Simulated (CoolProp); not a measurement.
Vapour-liquid equilibrium of CHF3 (R23) (1) + R152A (2) at 192.8 K; x and y are mole fractions of (1).

Computed with CoolProp (multi-fluid Helmholtz-energy mixture model, Penoncello 2003 and Outcalt 1996; pair parameters Bell 2016).

```
x     bubble pressure, mixture model (kPa)  bubble pressure, Raoult's law (kPa)  y, mixture model  y, Raoult's law
----  ------------------------------------  -----------------------------------  ----------------  ---------------
0.05                                 7.900                                8.890             0.578            0.627
0.15                                 17.29                                19.69             0.827            0.849
0.25                                 27.35                                30.49             0.903            0.914
0.35                                 37.95                                41.29             0.940            0.945
0.45                                 48.96                                52.08             0.960            0.963
0.55                                 60.23                                62.88             0.974            0.975
0.65                                 71.64                                73.68             0.983            0.983
0.75                                 83.07                                84.48             0.990            0.990
0.85                                 94.46                                95.28             0.994            0.995
0.95                                 105.8                                106.1             0.998            0.998
```

The largest gap from Raoult's law is -12.2 % in bubble pressure, at x = 0.15. No azeotrope shows between x = 0.05 and 0.95.

The pair parameters rest on a limited set of measurements; away from them the model extrapolates.
